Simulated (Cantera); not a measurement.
A closed system holds: 1 mol Fe3O4, 0.011 mol Cl2, 3.6 mol H2, at 1700 K and 10000 Pa.

Equilibrium computed with Cantera from the NASA thermochemical tables; the gas is ideal and each condensed phase is pure. Candidate condensed phases: Fe, FeCl2, FeCl3, FeO, Fe(OH)2, Fe(OH)3, Fe2O3, Fe3O4, H2O; 22 gas species. Mutual solubility and eutectic melting of coexisting phases are not modelled. The tables' stoichiometric FeO is somewhat more stable than real wüstite, so its field is too wide. FeO: taken at fixed stoichiometry. Equilibrium is a limit: real reactors are often held back by kinetics, nucleation or transport.

Task: What is the equilibrium state?

Result: x(H2): 0.676
x(H2O): 0.317
x(HCl): 0.00598
x(H): 0.000383
x(Fe): 6.29e-5
x(FeCl2): 5.39e-5
x(Fe(OH)2): 2.51e-5
x(OH): 9.29e-6
x(Cl): 2.63e-6
n(Fe(δ)): 0.145 mol
n(FeO(l)): 2.85 mol
gas amount: 3.612 mol
log10 activity of FeCl2(l) (absent): -6.37
